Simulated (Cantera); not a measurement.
Input: 1 mol Si2Cl6, 0.61 mol Cl2, 210 mol H2, held at 1123 K and 7.50 Torr.

These are equilibrium values from Cantera (NASA tables, ideal gas, pure condensed phases), not measurements of a reactor. Candidate condensed phases: Si; 19 gas species. The feed counts by its element totals alone. The tables' values for SiCl3 are old estimates; treat these amounts as uncertain. The numbers say what is thermodynamically allowed, not how fast it happens.

Q: What is the equilibrium state?

A: x(H2): 0.971
x(HCl): 0.0264
x(SiCl2): 0.00152
x(SiCl4): 0.000595
x(SiHCl3): 0.000375
x(SiCl3): 0.000270
x(SiH2Cl2): 2.89e-5
n(Si(s)): 1.41 mol
gas amount: 213.4 mol
